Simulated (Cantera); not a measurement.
Charge: 1 mol Hg, 0.83 mol H2, equilibrated at 0.100 bar.

Method: chemical equilibrium by Gibbs-energy minimisation in Cantera with the NASA 1993 tables (ideal gas, pure condensed phases). Candidate condensed phases: Hg; 3 gas species. Equilibrium is a limit: real reactors are often held back by kinetics, nucleation or transport.

x: gas mole fraction; n: condensed amount in mol.

```tsv
T (°C)	x H2	x Hg	x H	n Hg(l)
177	0.896	0.104	<1e-12	0.904
252	0.454	0.546	<1e-12	0
327	0.454	0.546	<1e-12	0
402	0.454	0.546	<1e-12	0
477	0.454	0.546	<1e-12	0
552	0.454	0.546	(withheld)	0
627	0.454	0.546	(withheld)	0
702	0.454	0.546	(withheld)	0
777	0.454	0.546	(withheld)	0
852	0.454	0.546	(withheld)	0
927	0.454	0.546	(withheld)	0
1002	0.454	0.546	(withheld)	0
```

Some entries are withheld; supply them.


- 552, x H: 1.69e-11
- 627, x H: 2.49e-10
- 702, x H: 2.44e-9
- 777, x H: 1.73e-8
- 852, x H: 9.46e-8
- 927, x H: 4.20e-7
- 1002, x H: 1.57e-6
